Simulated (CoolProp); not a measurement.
Vapour-liquid equilibrium of propane (1) + isobutene (2) at -19.25 °C; x and y are mole fractions of (1).

Model: multi-fluid Helmholtz-energy mixture model, Lemmon 2009 and Lemmon 2005; pair parameters Bell 2016, in CoolProp.

| x | bubble pressure, mixture model (MPa) | bubble pressure, Raoult's law (MPa) | y, mixture model | y, Raoult's law |
|---|---|---|---|---|
| 0.05 | 0.07497 | 0.07059 | [?] | 0.178 |
| 0.125 | 0.09283 | 0.08485 | 0.410 | 0.370 |
| 0.2 | 0.1083 | 0.09911 | 0.528 | 0.507 |
| 0.275 | 0.1222 | 0.1134 | 0.612 | 0.609 |
| 0.35 | 0.1353 | 0.1276 | 0.678 | 0.689 |
| 0.425 | 0.1480 | 0.1419 | [?] | 0.752 |
| 0.5 | 0.1606 | 0.1561 | [?] | 0.804 |
| 0.575 | 0.1733 | 0.1704 | 0.823 | 0.848 |
| 0.65 | 0.1863 | 0.1847 | [?] | 0.884 |
| 0.725 | 0.1996 | 0.1989 | [?] | 0.916 |
| 0.8 | 0.2133 | 0.2132 | 0.929 | 0.943 |
| 0.875 | 0.2273 | 0.2274 | 0.958 | 0.966 |
| 0.95 | 0.2416 | 0.2417 | 0.984 | 0.987 |

Problem. Complete the blanks.

Solution. 
- 0.05, y, mixture model: 0.219
- 0.425, y, mixture model: 0.733
- 0.5, y, mixture model: 0.781
- 0.65, y, mixture model: 0.862
- 0.725, y, mixture model: 0.897

The largest gap from Raoult's law is +9.4 % in bubble pressure, at x = 0.125. No azeotrope shows between x = 0.05 and 0.95.

The pair parameters rest on a limited set of measurements; away from them the model extrapolates.
